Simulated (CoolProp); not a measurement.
A Linde-Hampson liquefier for nitrogen: isothermal reversible compression at 230 K from 1 atm to 15 MPa, throttling to 1 atm, return gas leaving the recuperator 2 K below the feed. Each further row changes one setting.

Computed with CoolProp (reference Helmholtz-energy equation of state, Span 2000).

| case | liquid yield per pass | compression work (kJ/kg of gas) |
|---|---|---|
| as stated | ___ | 332 |
| high pressure 30 MPa | ___ | ___ |
| warm-end temperature 260 K | ___ | 381 |
| warm-end gap 7 K | 0.117 | 332 |

Question: Complete the blanks.

Answer: 
- as stated, liquid yield per pass: 0.130
- high pressure 30 MPa, liquid yield per pass: 0.181
- high pressure 30 MPa, compression work (kJ/kg of gas): 380
- warm-end temperature 260 K, liquid yield per pass: 0.090
